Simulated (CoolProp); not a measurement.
Computed with CoolProp (reference Helmholtz-energy equation of state, Span 2000).

For nitrogen, give the phase and the speed of sound (m/s), Joule-Thomson coefficient (K/MPa), viscosity (µPa s) at 150 K and 16.2 kPa.


- 150 K and 16.2 kPa: gas; speed of sound 250, Joule-Thomson coefficient 7.76, viscosity 10.1

Viscosity comes from a separate model (Lemmon 2004).
